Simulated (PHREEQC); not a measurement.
0.2 mol of Ag2CO3 (Ag2CO3) is brought to equilibrium with 1 kg of water holding 0.14 mol/kgw HCl, at 25 °C under several pressures of CO2. Oxygen is held at 0.21 atm. The run lets Ag2CO3, Cerargyrite, Ag2O precipitate or redissolve, and no other solid.

All values are PHREEQC results (ion-association model, wateq4f.dat), not measurements.

| log pCO2 (atm) | pH | dissolved Ag (mol/kgw) | dissolved C (mol/kgw) |
|---|---|---|---|
| -5 | 9.37 | 0.000479 | 0.000410 |
| -4.5 | 9.03 | 0.000595 | 0.000555 |
| -4 | 8.67 | 0.000768 | 0.000748 |
| -3.5 | 8.30 | 0.00101 | 0.00101 |
| -3 | 7.93 | 0.00135 | 0.00137 |
| -2.5 | 7.55 | 0.00180 | 0.00191 |
| -2 | 7.18 | 0.00242 | 0.00276 |
| -1.5 | 6.80 | 0.00325 | 0.00432 |
| -1 | 6.43 | 0.00437 | 0.00777 |
| -0.5 | 6.06 | 0.00588 | 0.0166 |
| 0 | 5.68 | 0.00793 | 0.0419 |
